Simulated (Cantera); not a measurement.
Feed: 1 mol Si₃N₄, a varied amount of HF, 0.55 mol N₂, at 0.100 bar.

Cantera equilibrium calculation (NASA polynomials, part measured and part estimated; ideal gas, pure solids and liquids). Candidate condensed phases: Si, Si₃N₄; 37 gas species. Mutual solubility and eutectic melting of coexisting phases are not modelled. The tables' values for SiF₂, SiF₃ are old estimates. The numbers say what is thermodynamically allowed, not how fast it happens.

Stable condensed phases, one row left out:

```
T in K \ n(HF) in mol
           1 1.5 2.1 2.9 4.1 5.8 8.2  12  16  23  33
   2098    A   A   A   A   A   A   B   B   B   B   B
   1998    A   A   A   A   A   A   A   B   B   B   B
   1798    C   C   C   C   C   C   C   B   B   B   B
   1698    C   C   C   C   C   C   C   B   B   B   B
   1598    C   C   C   C   C   C   C   B   B   B   B
   1498    C   C   C   C   C   C   C   B   B   B   B
   1398    C   C   C   C   C   C   C   B   B   B   B
   1298    C   C   C   C   C   C   C   B   B   B   B
   1198    C   C   C   C   C   C   C   C   B   B   B
   1098    C   C   C   C   C   C   C   C   B   B   B
    998    C   C   C   C   C   C   C   C   B   B   B
```

A: Si; B: gas only; C: Si₃N₄.

Q: Give the row for 1898 K.

A: 1: Si₃N₄; 1.5: Si₃N₄; 2.1: Si + Si₃N₄; 2.9: Si + Si₃N₄; 4.1: Si + Si₃N₄; 5.8: Si; 8.2: Si; 12: gas only; 16: gas only; 23: gas only; 33: gas only.
